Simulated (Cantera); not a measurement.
Feed: 1 mol Si3N4, 0.08 mol N2O, 6.1 mol H2, at 0.140 bar.

Method: chemical equilibrium by Gibbs-energy minimisation in Cantera with the NASA 1993 tables (ideal gas, pure condensed phases). Candidate condensed phases: H2O, Si, SiO2, Si2N2O, Si3N4; 35 gas species. Mutual solubility and eutectic melting of coexisting phases are not modelled. Gases not in the tables: Si2H6 and higher silanes. Rates play no part.

Q: Which condensed phases are stable at each of these points (T (K)): 1525, 1575, 1625, 1675, 1725, 1775, 1825, 1875?

A: 
```
T (K)              condensed phases  Si condensed (%)
-----  ----------------------------  ----------------
1525           Si2N2O(s) + Si3N4(s)             100.0
1575           Si2N2O(s) + Si3N4(s)             100.0
1625           Si2N2O(s) + Si3N4(s)             100.0
1675           Si2N2O(s) + Si3N4(s)             100.0
1725   Si(l) + Si2N2O(s) + Si3N4(s)              99.9
1775   Si(l) + Si2N2O(s) + Si3N4(s)              99.7
1825   Si(l) + Si2N2O(s) + Si3N4(s)              99.2
1875   Si(l) + Si2N2O(s) + Si3N4(s)              98.1
```

From 1525 K to 1675 K the condensed part is Si2N2O(s) + Si3N4(s). From 1725 K to 1875 K the condensed part is Si(l) + Si2N2O(s) + Si3N4(s).
